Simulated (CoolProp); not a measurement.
Cyclopropane along the isotherm 199.85 °C: Z from the reference equation and from simpler models built on Tc = 125.5 °C, pc = 5605 kPa, ω = 0.131; each cubic takes its own stable root.

Values from CoolProp's reference Helmholtz-energy equation of state, Polt 1992. This equation is an older, rougher fit; its heat capacities, sound speeds and derivatives of the liquid may be far off and weren't checked against measurements.

```tsv
p (kPa)	phase	reference	van der Waals	Redlich-Kwong	Soave-Redlich-Kwong	Peng-Robinson
88.5	gas	0.9967	0.9969	0.9967	0.9969	0.9964
168	gas	0.9937	0.9942	0.9938	0.9941	0.9932
318	gas	0.9881	0.9889	0.9883	0.9889	0.9871
603	gas	0.9773	0.9788	0.9777	0.9789	0.9755
1140	gas	0.9569	0.9593	?	0.9598	0.9535
2170	gas	0.9173	0.9203	0.9177	0.9226	0.9108
4110	gas	0.8402	?	0.8391	0.8498	0.8290
7790	supercritical	0.6848	?	0.6793	0.7073	0.6748
14800	supercritical	0.5175	?	?	0.5826	0.5420
28000	supercritical	0.6896	0.8537	0.7287	0.7487	0.6835
```

Complete the blanks.


- 1140, Redlich-Kwong: 0.9574
- 4110, van der Waals: 0.8396
- 7790, van der Waals: 0.6499
- 14800, van der Waals: 0.5673
- 14800, Redlich-Kwong: 0.5489
